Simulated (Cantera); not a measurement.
Charge: 1 mol CS₂, 1.1 mol H₂, 3 mol N₂, equilibrated at 2448 K and 18.0 bar.

These are equilibrium values from Cantera (NASA tables, ideal gas, pure condensed phases), not measurements of a reactor. Candidate condensed phases: C, C₆H₆, C₇H₈, C₈H₁₈, S; 100 gas species. Kinetics and transport are ignored.

Base state: N₂ 0.572, H₂ 0.167, CS₂ 0.119, CS 0.0446, S₂ 0.0322, H₂S 0.0277, HCN 0.0191, SH 0.0118 (mole fractions); condensed: C(graphite).

**Question.** What changes in the equilibrium state with this change: CS₂ replaced by H₂O?

**Answer.** 
```json
[
 {"species": "N₂", "before": "0.572", "after": "0.587"},
 {"species": "H₂", "before": "0.167", "after": "0.215"},
 {"species": "H₂O", "before": "0", "after": "0.195"},
 {"species": "CS₂", "before": "0.119", "after": "0"},
 {"species": "CS", "before": "0.0446", "after": "0"},
 {"species": "S₂", "before": "0.0322", "after": "0"},
 {"species": "H₂S", "before": "0.0277", "after": "0"},
 {"species": "HCN", "before": "0.0191", "after": "0"},
 {"species": "SH", "before": "0.0118", "after": "0"},
 {"species": "HNC", "before": "0.00211", "after": "0"},
 {"species": "S", "before": "0.00148", "after": "0"},
 {"species": "C₂H₂ (acetylene)", "before": "0.00144", "after": "0"},
 {"species": "OH", "before": "0", "after": "0.000386"},
 {"species": "C(graphite), mol", "before": "0.0308", "after": "0"}
]
```
Further candidate phases: H₂O.

**Question.** What changes in the equilibrium state with this change: H₂ from 1.1 to 5.6 mol?

**Answer.** 
| species | before | after |
|---|---|---|
| H₂ | 0.167 | 0.510 |
| N₂ | 0.572 | 0.304 |
| H₂S | 0.0277 | 0.0540 |
| CS₂ | 0.119 | 0.0451 |
| S₂ | 0.0322 | 0.0131 |
| CS | 0.0446 | 0.0265 |
| HCN | 0.0191 | 0.0227 |
| SH | 0.0118 | 0.0131 |
| CH₄ | 8.18e-5 | 0.000713 |
| C₂H₄ | 3.79e-6 | 3.08e-5 |
| C(graphite), mol | 0.0308 | 0 |
